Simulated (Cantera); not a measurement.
# Adiabatic ignition

An adiabatic, constant-pressure homogeneous reactor starts with CH4 : H2 : O2 : N2 = 1 : 0.37 : 2.19 : 8.22 (molar parts), at 1200 K and 1.00 atm.

Cantera simulation using GRI-Mech 3.0 (53 species, 325 reactions); the numbers are that mechanism's predictions, not measurements.

```csv
t (s),T (K),x CH4,x H2,x O2,x H2O2,x CH3,x CO
4.00e-6,1200,0.0849,0.0314,0.186,7.05e-12,4.60e-9,<1e-12
1.18e-5,1200,0.0849,0.0314,0.186,6.12e-11,1.64e-8,<1e-12
3.48e-5,1200,0.0849,0.0314,0.186,5.20e-10,5.76e-8,<1e-12
0.000103,1200,0.0849,0.0314,0.186,4.21e-9,2.52e-7,8.33e-12
0.000303,1200,0.0849,0.0314,0.186,3.55e-8,2.66e-6,1.11e-9
0.000894,1202,0.0845,0.0313,0.186,7.90e-7,9.46e-5,8.44e-6
0.00264,1235,0.0794,0.0305,0.182,1.15e-5,0.000171,0.000938
0.00779,2638,<1e-12,0.0151,0.0165,2.08e-7,<1e-12,0.0304
0.0230,2634,<1e-12,0.0152,0.0156,2.01e-7,<1e-12,0.0306
0.0678,2634,<1e-12,0.0152,0.0156,2.01e-7,<1e-12,0.0306
0.200,2634,<1e-12,0.0152,0.0156,2.01e-7,<1e-12,0.0306
```
x: mole fraction; the columns are a selection and need not sum to one.

```yaml
time_of_steepest_temperature_rise: 3.66 ms
temperature at 0.200 s: 2634 K
equilibrium_temperature: 2634 K
x(CH4) at 0.200 s: <1e-12 (gas-phase equilibrium <1e-12)
x(H2) at 0.200 s: 0.0152 (gas-phase equilibrium 0.0152)
x(O2) at 0.200 s: 0.0156 (gas-phase equilibrium 0.0156)
```
